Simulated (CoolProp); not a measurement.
Properties of R236EA along the isobar 5.67 MPa.

Values from CoolProp's reference Helmholtz-energy equation of state, Rui 2013.

```csv
T (K),phase,cp (kJ/(kg K)),cv (kJ/(kg K)),expansivity (1/kK),fugacity coefficient
323.9,liquid,1.278,0.9157,2.353,0.09052
333.7,liquid,1.297,0.9267,2.515,0.1155
343.5,liquid,1.318,0.9387,2.709,0.1443
353.3,liquid,1.343,0.9517,2.948,0.1772
363.1,liquid,1.373,0.9655,3.248,0.2139
372.9,liquid,1.409,0.9798,3.637,0.2543
382.6,liquid,1.454,0.9944,4.158,0.2975
392.4,liquid,1.514,1.009,4.903,0.3440
402.2,liquid,1.594,1.025,6.018,0.3926
412,liquid,1.711,1.042,7.817,0.4424
```
